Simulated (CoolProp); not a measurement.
R1132(E) at several states: density (kg/m³) from the reference equation and from simpler models built on Tc = 75.7 °C, pc = 5.174 MPa, ω = 0.245; each cubic takes its own stable root.

Values from CoolProp's reference Helmholtz-energy equation of state, Akasaka 2024.

```tsv
T (°C)	p (MPa)	phase	reference
34.25	0.231	gas	5.931
31.45	1.86	gas	62.46
30.05	0.0176	gas	0.4479
41.45	6.5	liquid	885.5
```

**Question.** How far does each simpler model (van der Waals, Redlich-Kwong, Soave-Redlich-Kwong) lie from the reference over these 4 states: mean and median of the absolute difference, and the worst?

**Answer.** 
- van der Waals: mean 11.6 %, median 4.7 %, worst -36.9 % at 41.45 °C and 6.5 MPa
- Redlich-Kwong: mean 5.1 %, median 2.1 %, worst -16.1 % at 41.45 °C and 6.5 MPa
- Soave-Redlich-Kwong: mean 3.9 %, median 1.1 %, worst -13.2 % at 41.45 °C and 6.5 MPa
